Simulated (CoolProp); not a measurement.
Vapour-liquid equilibrium of R143a (1) + R1234yf (2) at 205 K; x and y are mole fractions of (1).

The numbers come from the multi-fluid Helmholtz-energy mixture model, Lemmon and Jacobsen 2000 and Lemmon 2022; pair parameters Bell 2016 in CoolProp.

| x | bubble pressure (bar) | y at the bubble point | dew pressure at overall composition x (bar) | liquid density (mol/L) |
|---|---|---|---|---|
| 0.05 | 0.1387 | 0.136 | 0.1303 | ___ |
| 0.2 | ___ | 0.416 | 0.1456 | 12.41 |
| 0.35 | 0.2070 | 0.594 | 0.1645 | 12.76 |
| 0.5 | 0.2376 | 0.722 | 0.1886 | 13.13 |
| 0.65 | 0.2671 | 0.822 | ___ | 13.53 |
| 0.8 | 0.2959 | ___ | 0.2601 | 13.94 |
| 0.95 | 0.3246 | 0.978 | 0.3132 | ___ |

Q: Some entries are withheld; supply them.

A: 
- 0.05, liquid density (mol/L): 12.08
- 0.2, bubble pressure (bar): 0.1744
- 0.65, dew pressure at overall composition x (bar): 0.2196
- 0.8, y at the bubble point: 0.905
- 0.95, liquid density (mol/L): 14.39

No azeotrope shows between x = 0.05 and 0.95.

The pair parameters rest on a limited set of measurements; away from them the model extrapolates.
